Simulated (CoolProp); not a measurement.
A simple Rankine cycle with R152A: condensing at 291.15 K, boiler at 1.84 MPa, turbine inlet 382.1 K, turbine efficiency 0.8, pump efficiency 0.8, no recuperator. Each further row changes one setting.

Model: reference Helmholtz-energy equation of state, Outcalt 1996, in CoolProp. It is a modified Benedict-Webb-Rubin equation, recast in Helmholtz form.

| case | thermal efficiency (%) | net work (kJ/kg) | heat in (kJ/kg) | turbine exit temperature (K) | volume ratio over the turbine |
|---|---|---|---|---|---|
| as stated | 10.6 | 39.5 | 372 | 329.1 | 3.69 |
| turbine inlet 402.1 K | 10.7 | 43.2 | 402 | 350.4 | 3.65 |
| condensing temperature 283.15 K | 12.2 | 46.9 | 386 | 320.4 | 4.71 |
| boiler pressure 1.29 MPa | 8.2 | 31.3 | 383 | 345.1 | 2.57 |
| turbine efficiency 0.7 | 9.2 | 34.3 | 372 | 333.4 | 3.76 |
